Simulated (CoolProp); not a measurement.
Vapour-liquid equilibrium of propylene (1) + dimethyl ether (2) at 0.229 MPa; x and y are mole fractions of (1).

The numbers come from the multi-fluid Helmholtz-energy mixture model, Lemmon 2013 and Wu 2011; pair parameters Bell 2016 in CoolProp.

```json
[
 {"x": "0.05", "bubble temperature, mixture model (K)": "266.6", "bubble temperature, Raoult's law (K)": "267.2", "y, mixture model": "0.120", "y, Raoult's law": "0.106"},
 {"x": "0.15", "bubble temperature, mixture model (K)": "262.7", "bubble temperature, Raoult's law (K)": "264.1", "y, mixture model": "[?]", "y, Raoult's law": "0.289"},
 {"x": "0.25", "bubble temperature, mixture model (K)": "[?]", "bubble temperature, Raoult's law (K)": "261.2", "y, mixture model": "0.458", "y, Raoult's law": "0.438"},
 {"x": "0.35", "bubble temperature, mixture model (K)": "[?]", "bubble temperature, Raoult's law (K)": "258.5", "y, mixture model": "0.572", "y, Raoult's law": "0.562"},
 {"x": "0.45", "bubble temperature, mixture model (K)": "254.2", "bubble temperature, Raoult's law (K)": "256.0", "y, mixture model": "[?]", "y, Raoult's law": "0.664"},
 {"x": "0.55", "bubble temperature, mixture model (K)": "252.1", "bubble temperature, Raoult's law (K)": "253.8", "y, mixture model": "[?]", "y, Raoult's law": "0.750"},
 {"x": "0.65", "bubble temperature, mixture model (K)": "250.3", "bubble temperature, Raoult's law (K)": "251.6", "y, mixture model": "[?]", "y, Raoult's law": "0.822"},
 {"x": "0.75", "bubble temperature, mixture model (K)": "248.7", "bubble temperature, Raoult's law (K)": "249.6", "y, mixture model": "[?]", "y, Raoult's law": "0.883"},
 {"x": "0.85", "bubble temperature, mixture model (K)": "247.2", "bubble temperature, Raoult's law (K)": "247.8", "y, mixture model": "0.918", "y, Raoult's law": "0.935"},
 {"x": "0.95", "bubble temperature, mixture model (K)": "245.9", "bubble temperature, Raoult's law (K)": "246.1", "y, mixture model": "0.973", "y, Raoult's law": "0.980"}
]
```

Task: Fill in the missing entries.

Result: 
- 0.15, y, mixture model: 0.312
- 0.25, bubble temperature, mixture model (K): 259.4
- 0.35, bubble temperature, mixture model (K): 256.6
- 0.45, y, mixture model: 0.663
- 0.55, y, mixture model: 0.739
- 0.65, y, mixture model: 0.804
- 0.75, y, mixture model: 0.863

The largest gap from Raoult's law is -1.9 K in bubble temperature, at x = 0.35. No azeotrope shows between x = 0.05 and 0.95.

Pair parameters are fitted to limited data, so mixtures are less certain than the pure fluids.
